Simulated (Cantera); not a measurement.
Charge: 1 mol Si, 0.11 mol O2, 310 mol H2, equilibrated at 1525 K.

Method: chemical equilibrium by Gibbs-energy minimisation in Cantera with the NASA 1993 tables (ideal gas, pure condensed phases). Candidate condensed phases: H2O, Si, SiO2; 18 gas species. Mutual solubility and eutectic melting of coexisting phases are not modelled. The tables hold silica as quartz up to 1696 K and as liquid above; real silica turns to tridymite and cristobalite and melts near 1996 K. Gases not in the tables: Si2H6 and higher silanes. Equilibrium is a limit: real reactors are often held back by kinetics, nucleation or transport.

Question: Which condensed phases are stable at each of these points (P (Pa)): 0.100, 1, 10, 100, 1000, 10000, 100000, 1000000?

Answer: 
```json
[
 {"P (Pa)": "0.100", "condensed phases": "gas only", "Si condensed (%)": "0.0"},
 {"P (Pa)": "1", "condensed phases": "Si(s)", "Si condensed (%)": "18.3"},
 {"P (Pa)": "10", "condensed phases": "Si(s)", "Si condensed (%)": "71.9"},
 {"P (Pa)": "100", "condensed phases": "Si(s)", "Si condensed (%)": "77.3"},
 {"P (Pa)": "1000", "condensed phases": "Si(s)", "Si condensed (%)": "77.9"},
 {"P (Pa)": "10000", "condensed phases": "Si(s)", "Si condensed (%)": "77.9"},
 {"P (Pa)": "100000", "condensed phases": "Si(s)", "Si condensed (%)": "78.0"},
 {"P (Pa)": "1000000", "condensed phases": "Si(s) + SiO2(β-quartz)", "Si condensed (%)": "97.1"}
]
```

At 0.100 Pa nothing is condensed. From 1.00 Pa to 1.00 bar the condensed part is Si(s). At 10.0 bar the condensed part is Si(s) + SiO2(β-quartz).
